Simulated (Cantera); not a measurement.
Input (Python, Cantera):

```python
import numpy as np
import cantera as ct

surf = ct.Interface("diamond.yaml", "diamond_100")
gas, bulk = surf.adjacent["gas"], surf.adjacent["diamond"]
k = surf.kinetics_species_index(bulk.species_names[0])
cover = ["c6HH", "c6H*", "c6*H", "c6**", "c6HM", "c6B"]

rows, drift = [], 0.0
print(f"{'xCH3':>10s}{'um/h':>11s}" + "".join(f"{s:>11s}" for s in cover))
for v in [1e-06, 2.5e-06, 6.4e-06, 1.6e-05, 4.1e-05, 0.0001, 0.00026, 0.00067, 0.0017]:
    T, P, xH, xCH3 = 1350, 26000, 0.0022, v
    gas.TPX = T, P, {"H": xH, "CH3": xCH3, "CH4": 0.0034, "H2": 1 - xH - xCH3 - 0.0034}
    surf.TP = bulk.TP = T, P
    surf.coverages = "c6H*:0.1, c6HH:0.9"
    surf.advance_coverages(100.0)
    before = surf.coverages
    surf.advance_coverages(100.0)
    drift = max(drift, np.max(np.abs(surf.coverages - before) / (surf.coverages + 1e-9)))
    rate = surf.net_production_rates[k] * bulk.mean_molecular_weight / bulk.density * 3.6e9
    rows.append([rate, *surf[cover].coverages])
    print(f"{v:10.4g}{rate:11.4e}" + "".join(f"{x:11.3e}" for x in rows[-1][1:]))
```

Output:

```
      xCH3       um/h       c6HH       c6H*       c6*H       c6**       c6HM        c6B
     1e-06 5.7525e-02  3.806e-01  5.326e-02  5.240e-01  4.209e-02  4.266e-06  1.561e-10
   2.5e-06 1.4380e-01  3.806e-01  5.325e-02  5.240e-01  4.208e-02  1.067e-05  3.902e-10
   6.4e-06 3.6801e-01  3.806e-01  5.325e-02  5.240e-01  4.207e-02  2.730e-05  9.986e-10
   1.6e-05 9.1936e-01  3.806e-01  5.324e-02  5.239e-01  4.203e-02  6.822e-05  2.495e-09
   4.1e-05 2.3514e+00  3.805e-01  5.323e-02  5.237e-01  4.193e-02  1.746e-04  6.381e-09
    0.0001 5.7099e+00  3.803e-01  5.319e-02  5.233e-01  4.171e-02  4.249e-04  1.549e-08
   0.00026 1.4671e+01  3.798e-01  5.308e-02  5.223e-01  4.110e-02  1.098e-03  3.981e-08
   0.00067 3.6703e+01  3.786e-01  5.281e-02  5.196e-01  3.962e-02  2.783e-03  9.960e-08
    0.0017 8.6877e+01  3.757e-01  5.219e-02  5.135e-01  3.633e-02  6.802e-03  2.357e-07
```

Detailed kinetics in Cantera: the Harris–Goodwin 1993 mechanism for the reconstructed diamond (100) surface.
